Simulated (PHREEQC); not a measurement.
Solution (74 °C): 0.7 mol/kgw HCl, 0.005 mol/kgw FeSO4 and 0.00099 mol/kgw MgSO4. Closed to the air; pH follows from the charge balance.

Equilibrium calculation in PHREEQC: Pitzer model, pitzer.dat.

### Question
The ionic strength comes out as 0.713 mol/kgw. What activity coefficients do Mg+2, Cl-, Fe+2, H+, SO4-2 get?

### Answer
Mg+2 0.28, Cl- 0.61, Fe+2 0.20, H+ 0.83, SO4-2 0.035. Single-ion values are on the MacInnes scale.

Precipitation was switched off in this run. Complexes and solids missing from the database can't appear. At this temperature some constants are extrapolated from 25 °C, and those without enthalpy data are left unchanged.
